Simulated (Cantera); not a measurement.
A perfectly stirred reactor is fed with CH₄ : O₂ : N₂ = 1 : 1.33 : 5.01 (molar parts), equivalence ratio 1.5, at 1000000 Pa; it is adiabatic with a 775 K inlet, and is followed from long to short residence time, starting on the burning branch (τ in s: 0.38, 0.11, 0.03, 0.0084, 0.0024, 0.00067, 0.00019, 5.3e-05, 1.5e-05).

Model: GRI-Mech 3.0 (53 species, 325 reactions), integrated in Cantera.

x: mole fraction; the columns are a selection and need not sum to one.

```csv
τ (s),T (K),x CH₄,x O₂,x CO₂,x HCN,x NO₂,x CH₃,x C₂H₆
0.38,2253,1.67e-5,4.48e-6,0.0358,…,3.97e-10,2.69e-6,6.12e-11
0.11,2253,5.36e-5,1.21e-5,0.0358,…,5.88e-10,8.87e-6,6.57e-10
0.030,2252,0.000173,3.91e-5,0.0359,…,9.71e-10,2.98e-5,7.31e-9
0.0084,2253,0.000509,0.000129,0.0360,…,1.55e-9,9.21e-5,6.88e-8
0.0024,2253,0.00127,0.000418,0.0363,…,2.32e-9,0.000248,4.86e-7
0.00067,2250,0.00264,0.00133,0.0367,…,3.35e-9,0.000576,2.58e-6
0.00019,2227,0.00481,0.00413,0.0360,…,4.64e-9,0.00116,1.15e-5
5.3e-5,2110,0.0114,0.0167,0.0296,…,4.73e-9,0.00219,9.67e-5
1.5e-5,775,0.136,0.181,<1e-12,<1e-12,<1e-12,<1e-12,<1e-12
```

Fill in the missing entries.


- 0.38, x HCN: 8.09e-7
- 0.11, x HCN: 2.64e-6
- 0.030, x HCN: 1.08e-5
- 0.0084, x HCN: 4.01e-5
- 0.0024, x HCN: 0.000102
- 0.00067, x HCN: 0.000154
- 0.00019, x HCN: 0.000134
- 5.3e-5, x HCN: 3.39e-5
